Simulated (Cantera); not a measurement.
An adiabatic, constant-volume homogeneous reactor starts with CH4 : O2 : N2 = 1 : 1.67 : 6.27 (molar parts), at 1623 K and 1700000 Pa. Integrator tolerance rtol = 1e-08.

Detailed kinetics in Cantera: GRI-Mech 3.0 (53 species, 325 reactions). The pressure lies above the range GRI-Mech 3.0 was tuned for (to about 10 atm). Above 3000 K some thermodynamic fits are extrapolated.

| quantity | before | after |
|---|---|---|
| time of steepest temperature rise | 39.6 µs | 0.147 ms |
| temperature at 0.800 s | 3235 K | 3177 K |
| equilibrium temperature | 3235 K | 3177 K |
| x(CH4) at 0.800 s | 5.98e-12 (gas-phase equilibrium 7.15e-12) | 6.08e-12 (gas-phase equilibrium 7.22e-12) |
| x(O2) at 0.800 s | 0.00585 (gas-phase equilibrium 0.00585) | 0.00471 (gas-phase equilibrium 0.00471) |
| x(H) at 0.800 s | 0.00942 (gas-phase equilibrium 0.00942) | 0.00752 (gas-phase equilibrium 0.00752) |
| x(NO2) at 0.800 s | 4.71e-6 (gas-phase equilibrium 4.71e-6) | 3.85e-6 (gas-phase equilibrium 3.85e-6) |
| x(CO2) at 0.800 s | 0.0403 (gas-phase equilibrium 0.0403) | 0.0434 (gas-phase equilibrium 0.0434) |
| x(CO) at 0.800 s | 0.0646 (gas-phase equilibrium 0.0646) | 0.0621 (gas-phase equilibrium 0.0621) |
| x(HCO) at 0.800 s | 1.34e-6 (gas-phase equilibrium 1.34e-6) | 1.17e-6 (gas-phase equilibrium 1.17e-6) |

### Question
What was changed between the two runs?
(A) O2 1.67 to 2.3 parts
(B) pressure from 1700000 Pa to 220000 Pa
(C) CH4 1 to 0.3 parts
(D) initial temperature 1623 to 1475 K

### Answer
D, initial temperature 1623 to 1475 K
